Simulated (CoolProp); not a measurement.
Vapour-liquid equilibrium of n-hexane (1) + o-xylene (2) at 0.648 MPa; x and y are mole fractions of (1).

Computed with CoolProp (multi-fluid Helmholtz-energy mixture model, Thol 2019 and Zhou 2012; pair parameters Bell 2016).

```
x     bubble temperature (°C)  y at the bubble point  dew temperature at overall composition x (°C)  liquid density (mol/L)
----  -----------------------  ---------------------  ---------------------------------------------  ----------------------
0.05                    222.5                  0.164                                          228.8                   6.397
0.15                    207.0                  0.412                                          223.3                   6.458
0.25                    194.1                  0.580                                          217.5                   6.487
0.35                    183.5                  0.696                                          211.2                   6.491
0.45                    174.7                  0.779                                          204.3                   6.475
0.55                    167.2                  0.840                                          196.6                   6.442
0.65                    160.7                  0.888                                          188.0                   6.395
0.75                    154.9                  0.927                                          177.9                   6.338
0.85                    149.7                  0.959                                          165.9                   6.272
0.95                    144.8                  0.987                                          151.1                   6.198
```

No azeotrope shows between x = 0.05 and 0.95.

Pair parameters are fitted to limited data, so mixtures are less certain than the pure fluids.
